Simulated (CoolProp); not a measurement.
Saturation properties of n-hexane.

Model: reference Helmholtz-energy equation of state, Thol 2019, in CoolProp.

```tsv
T (K)	p (kPa)	liquid density (kg/m³)	surface tension (mN/m)	liquid viscosity (µPa s)	liquid conductivity (mW/(m K))
242.1	…	…	…	567	139
277.2	7.474	673.5	20.1	…	127
312.2	35.92	641.8	16.4	260	116
347.3	119.8	607.9	12.9	…	106
382.4	310.4	570.7	9.50	143	98.0
417.4	672.2	528.3	6.33	108	90.7
452.5	1287	475.7	3.42	80.2	84.2
487.6	2256	397.0	0.941	54.2	78.2
```

**Question.** Fill in the missing entries.

**Answer.** 
- 242.1, p (kPa): 0.8849
- 242.1, liquid density (kg/m³): 704.0
- 242.1, surface tension (mN/m): 23.9
- 277.2, liquid viscosity (µPa s): 370
- 347.3, liquid viscosity (µPa s): 191

It boils at 341.9 K under 1 atm.

Viscosity comes from a separate model (Michailidou 2013). Thermal conductivity comes from a separate model (Assael 2013). Surface tension comes from a separate correlation (Mulero 2012).
